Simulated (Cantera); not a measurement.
Cantera run:

```python
import numpy as np
import cantera as ct

gas_names = """
    CL CL2 H HCL H2 N NH NH2 NH3 N2 N2H2 N2H4 Si SiCL SiCL2 SiCL3 SiCL4 SiH SiHCL3 SiH2 SiH2CL2 SiH3
    SiH3CL SiH4 SiN Si2 Si2N Si3
""".split()
cond_names = """
    NH4CL(a) NH4CL(b) Si(cr) Si(L) Si3N4(a)
""".split()


# ... load() reads the species with a 1 bar reference pressure and builds the phases ...
atoms = {
    'SiHCl3': {'Si': 1, 'H': 1, 'CL': 3},
    'HCl': {'H': 1, 'CL': 1},
    'N2': {'N': 2},
}
top_T = {'Si3N4(a)': 2400}  # K; cautious upper limits of use, not melting points


# ... equilibrate(T, P, feed) seeds the gas with the atoms and calls Mixture.equilibrate('TP', solver="vcs", rtol=1e-11, max_steps=5000) ...
results = []
T = 898  # K
P = 180000  # Pa
for m in [0.17, 0.29, 0.51, 0.88, 1.5, 2.6, 4.5]:
    feed = {'SiHCl3': 1, 'HCl': m, 'N2': 37}  # mol
    mix = equilibrate(T, P, feed)
    results.append((T, P, feed, dict(zip(mix.species_names, mix.species_moles))))

top = {s: max(r[3][s] / sum(r[3][g] for g in gas_names) for r in results) for s in gas_names}
cols = sorted((s for s in top if top[s] > 1e-05), key=lambda s: -top[s])[:7]
seen = [c for c in cond_names if any(r[3].get(c, 0) > 1e-12 for r in results)]
print("log10 of partial pressures in bar; condensed amounts in mol")
print(f"{'n(HCl)':>10s}" + "".join(f"{s[:9]:>10s}" for s in cols + seen))
for T, P, feed, n in results:
    ng = sum(n[g] for g in gas_names)
    print(f"{feed['HCl']:10.4g}" + "".join(f"{np.log10(max(n[s] / ng * P / 1e5, 1e-99)):10.3f}" for s in cols)
          + "".join(f"{n.get(c, 0):10.4g}" for c in seen))
```

It prints:

```
log10 of partial pressures in bar; condensed amounts in mol
    n(HCl)        N2       HCL     SiCL4        H2    SiHCL3  Si3N4(a)
      0.17     0.237    -1.373    -1.574    -2.199    -4.956    0.1442
      0.29     0.235    -1.340    -1.567    -2.135    -4.918    0.1405
      0.51     0.233    -1.286    -1.554    -2.033    -4.857    0.1334
      0.88     0.230    -1.212    -1.531    -1.896    -4.771    0.1207
       1.5     0.224    -1.119    -1.493    -1.726    -4.656   0.09771
       2.6     0.213    -1.003    -1.430    -1.523    -4.505   0.05352
       4.5     0.195    -0.829    -1.373    -1.374    -4.474         0
```

These are equilibrium values from Cantera (NASA tables, ideal gas, pure condensed phases), not measurements of a reactor. N2 is the only nitrogen source here; it is nearly inert below about 1500 K, so the nitride shown seldom forms there in practice.
